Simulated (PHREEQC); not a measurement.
## Leach liquor: an equilibrium model

Consider water at 25 °C with 0.018 mol H2SO4, 0.024 mol CuSO4 and 0.0022 mol Na2SO4 per kg of water. Closed to the air; pH follows from the charge balance.

The numbers come from PHREEQC with the ion-association model, phreeqc.dat.

Each row changes one thing in this solution. This is a speciation only: nothing precipitates in the calculation.

```json
[
 {"case": "as made", "pH": "1.77", "ionic strength (mol/kgw)": "0.0883", "SO4-2 (mol/kgw)": "0.0192", "HSO4- (mol/kgw)": "0.0156", "Cu+2 (mol/kgw)": "0.0148", "CuSO4 (mol/kgw)": "0.00918"},
 {"case": "temperature from 25 to 50 °C", "pH": "1.86", "ionic strength (mol/kgw)": "0.0826", "SO4-2 (mol/kgw)": "0.0160", "HSO4- (mol/kgw)": "0.0192", "Cu+2 (mol/kgw)": "0.0152", "CuSO4 (mol/kgw)": "(withheld)"},
 {"case": "Na2SO4 from 0.0022 to 0.00198 mol/kgw", "pH": "1.77", "ionic strength (mol/kgw)": "0.0879", "SO4-2 (mol/kgw)": "0.0191", "HSO4- (mol/kgw)": "0.0156", "Cu+2 (mol/kgw)": "0.0148", "CuSO4 (mol/kgw)": "(withheld)"},
 {"case": "Na2SO4 from 0.0022 to 0.0033 mol/kgw", "pH": "1.78", "ionic strength (mol/kgw)": "0.0906", "SO4-2 (mol/kgw)": "0.0199", "HSO4- (mol/kgw)": "0.0158", "Cu+2 (mol/kgw)": "(withheld)", "CuSO4 (mol/kgw)": "0.00929"},
 {"case": "diluted 5-fold with water", "pH": "2.32", "ionic strength (mol/kgw)": "0.0225", "SO4-2 (mol/kgw)": "0.00573", "HSO4- (mol/kgw)": "(withheld)", "Cu+2 (mol/kgw)": "0.00347", "CuSO4 (mol/kgw)": "(withheld)"}
]
```

**Question.** Fill in the missing entries.

**Answer.** 
- temperature from 25 to 50 °C, CuSO4 (mol/kgw): 0.00885
- Na2SO4 from 0.0022 to 0.00198 mol/kgw, CuSO4 (mol/kgw): 0.00916
- Na2SO4 from 0.0022 to 0.0033 mol/kgw, Cu+2 (mol/kgw): 0.0147
- diluted 5-fold with water, HSO4- (mol/kgw): 0.00176
- diluted 5-fold with water, CuSO4 (mol/kgw): 0.00133

At this temperature some constants are extrapolated from 25 °C, and those without enthalpy data are left unchanged.
